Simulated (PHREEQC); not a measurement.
**Nickel, zinc or cadmium bath with silver or lead bath**

Solution A (0.0019 mol/kgw ZnSO4 and 0.0026 mol/kgw NaCl) is mixed with solution B (41 mmol/kgw AgF, 0.032 mmol/kgw HNO3 and 25 mmol/kgw Cu(NO3)2) at 20 °C; shares are by mass of water, 1 kg in all. Oxygen alone is held at its pressure in air (log pO2 = -0.68). The system is closed to CO2. No solid was allowed to form.

Equilibrium calculation in PHREEQC: ion-association model, wateq4f.dat.

| share of solution B | pH | Ag+ (mol/kgw) | Zn+2 (mol/kgw) |
|---|---|---|---|
| 0 | 6.03 | 0 | 0.00162 |
| 0.1 | 5.42 | 0.00227 | 0.00150 |
| 0.2 | 5.35 | 0.00618 | 0.00134 |
| 0.3 | 5.30 | 0.0103 | 0.00118 |
| 0.4 | 5.27 | 0.0144 | 0.00101 |
| 0.5 | 5.25 | 0.0185 | 0.000834 |
| 0.6 | 5.23 | 0.0225 | 0.000663 |
| 0.7 | 5.22 | 0.0266 | 0.000494 |
| 0.8 | 5.20 | 0.0306 | 0.000327 |
| 0.9 | 5.19 | 0.0346 | 0.000163 |
| 1 | 5.18 | 0.0385 | 0 |

Along this series the solution becomes supersaturated in solids that the run did not let form, among them Brochantite, Antlerite, Cu2(OH)3NO3, Cerargyrite. Species that the database lacks are ignored.
